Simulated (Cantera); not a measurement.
Input (Python, Cantera):

```python
import numpy as np
import cantera as ct

gas = ct.Solution("gri30.yaml")
gas.TPX = 975, 2500, {'H2': 0.0082, 'O2': 1}
reactor = ct.IdealGasConstPressureReactor(gas, energy="off", clone=False)
net = ct.ReactorNet([reactor])
net.rtol, net.atol = 1e-08, 1e-18
show = ['H2', 'O2', 'H2O', 'H', 'OH']
times = np.geomspace(7e-06, 80, 11)

steps = ct.SolutionArray(gas, extra=["t"])
rows = []
print(f"{'t/s':>10s}{'T/K':>9s}{'P/Pa':>11s}" + "".join(f"{s:>11s}" for s in show))
for t in times:
    while net.time < t:
        t_next = net.step()
        steps.append(gas.state, t=t_next)
    rows.append([np.interp(t, steps.t, y) for y in (steps.T, steps.P, *steps(*show).X.T)])
    print(f"{t:10.3e}{rows[-1][0]:9.1f}{rows[-1][1]:11.4g}" + "".join(f"{x:11.3e}" for x in rows[-1][2:]))
rate = np.gradient(steps.T, steps.t)
print("integrator steps:", len(steps.t))
if steps.T.max() > steps.T[0] + 200:
    print(f"time of steepest temperature rise: {steps.t[rate.argmax()]:.4e} s")
gas.TPX = 975, 2500, {'H2': 0.0082, 'O2': 1}
gas.equilibrate("TP")
print(f"equilibrium (TP): T = {gas.T:.1f} K  " + "  ".join(f"{s} {gas[s].X[0]:.3e}" for s in show))
```

Output:

```
       t/s      T/K       P/Pa         H2         O2        H2O          H         OH
 7.000e-06    975.0       2500  8.133e-03  9.919e-01  1.537e-16  4.878e-13  2.090e-14
 3.555e-05    975.0       2500  8.133e-03  9.919e-01  1.774e-14  2.104e-12  4.728e-13
 1.806e-04    975.0       2500  8.133e-03  9.919e-01  1.511e-12  6.241e-12  7.131e-12
 9.173e-04    975.0       2500  8.133e-03  9.919e-01  8.103e-11  2.473e-11  7.339e-11
 4.659e-03    975.0       2500  8.133e-03  9.919e-01  2.905e-08  3.567e-09  1.265e-08
 2.366e-02    975.0       2500  2.562e-04  9.889e-01  7.575e-03  2.872e-04  3.494e-04
 1.202e-01    975.0       2500  3.781e-06  9.915e-01  8.130e-03  5.031e-06  5.737e-05
 6.105e-01    975.0       2500  1.865e-07  9.918e-01  8.159e-03  6.936e-08  1.384e-05
 3.101e+00    975.0       2500  8.349e-09  9.918e-01  8.165e-03  1.109e-09  3.539e-06
 1.575e+01    975.0       2500  6.007e-10  9.918e-01  8.166e-03  3.597e-11  1.130e-06
 8.000e+01    975.0       2500  7.520e-11  9.918e-01  8.166e-03  1.972e-12  4.283e-07
integrator steps: 1537
equilibrium (TP): T = 975.0 K  H2 2.125e-12  O2 9.918e-01  H2O 8.166e-03  H 1.061e-14  OH 7.403e-08
```

Cantera simulation using GRI-Mech 3.0 (53 species, 325 reactions); the numbers are that mechanism's predictions, not measurements. Radical loss at walls, strong at low pressure, is not modelled.
